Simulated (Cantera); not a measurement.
A closed system holds: 1 mol Si3N4, 0.0061 mol O2, a varied amount of H2, 0.58 mol H2O, held at 133 Pa.

Method: chemical equilibrium by Gibbs-energy minimisation in Cantera with the NASA 1993 tables (ideal gas, pure condensed phases). Candidate condensed phases: H2O, Si, SiO2, Si2N2O, Si3N4; 35 gas species. Mutual solubility and eutectic melting of coexisting phases are not modelled. The numbers say what is thermodynamically allowed, not how fast it happens.

Question: What condenses at these points (T in °C, n(H2) in mol): (1152, 230); (802, 120); (852, 160); (752, 100); (1152, 120); (952, 140)?

Answer: 
```tsv
T (°C)	n(H2) in mol	condensed phases	Si condensed (%)
1152	230	Si + Si2N2O	99.1
802	120	Si2N2O + Si3N4	100.0
852	160	Si2N2O + Si3N4	100.0
752	100	Si2N2O + Si3N4	100.0
1152	120	Si + Si2N2O + Si3N4	99.6
952	140	Si2N2O + Si3N4	100.0
```
